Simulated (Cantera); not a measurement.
## Transport properties of process gases

Gas mixture: 100 % C2H2, at 1.20 Torr, frozen composition.

Cantera's kinetic-theory transport with the Lennard-Jones parameters of GRI-Mech 3.0, ideal gas; thermal conductivity in the mixture-averaged form. The composition is frozen, though it would react at the higher temperatures.

```csv
T (K),ρ (kg/m³),cp (J/kg/K),μ (µPa s),λ (mW/m/K),Pr,D (cm²/s) C2H2,D (cm²/s) H2,D (cm²/s) CH3
400,0.00125,1931,13.6,35.7,0.734,0.000,648,191
650,0.000771,2288,20.1,62.4,0.736,0.000,1480,451
900,0.000557,2526,25.5,87.7,0.734,0.000,2550,789
1150,0.000436,2718,30.2,112,0.734,0.000,3830,1190
1400,0.000358,2870,34.5,135,0.734,0.000,5300,1660
1650,0.000304,2988,38.5,157,0.733,0.000,6970,2190
1900,0.000264,3079,42.2,178,0.732,0.000,8800,2770
2150,0.000233,3152,45.8,198,0.730,0.000,10800,3400
```
D: mixture-averaged diffusion coefficient of that species in the mixture.
